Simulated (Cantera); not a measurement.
Charge: 1 mol SiH₂Cl₂, 0.028 mol Cl₂, 4.1 mol N₂, at 1300 K and 0.740 bar.

These are equilibrium values from Cantera (NASA tables, ideal gas, pure condensed phases), not measurements of a reactor. N₂ is the only nitrogen source here; it is nearly inert below about 1500 K, so the nitride shown seldom forms there in practice. The tables' values for SiCl₃ are old estimates; treat these amounts as uncertain. The numbers say what is thermodynamically allowed, not how fast it happens.

```json
[
 {"species": "H₂", "before": "0.0810", "after": "0.648"},
 {"species": "N₂", "before": "0.667", "after": "0.343"},
 {"species": "HCl", "before": "0.209", "after": "0.00914"},
 {"species": "SiCl₄", "before": "0.0419", "after": "3.75e-9"},
 {"species": "SiCl₂", "before": "0.000144", "after": "5.39e-8"},
 {"species": "SiCl₃", "before": "0.00101", "after": "5.84e-9"},
 {"species": "SiHCl₃", "before": "0.000741", "after": "1.21e-8"},
 {"species": "NH₃", "before": "1.73e-6", "after": "2.80e-5"},
 {"species": "Si₃N₄(s), mol", "before": "0.255", "after": "1.00"}
]
```
Gas species are given as mole fractions.

Task: What was changed between the two runs?
A) Cl₂ from 0.028 to 0.47 mol
B) N₂ from 4.1 to 53 mol
C) SiH₂Cl₂ replaced by Si₃H₈
D) pressure from 0.740 bar to 0.00190 bar

Result: C, SiH₂Cl₂ replaced by Si₃H₈. The feed counts by its element totals alone
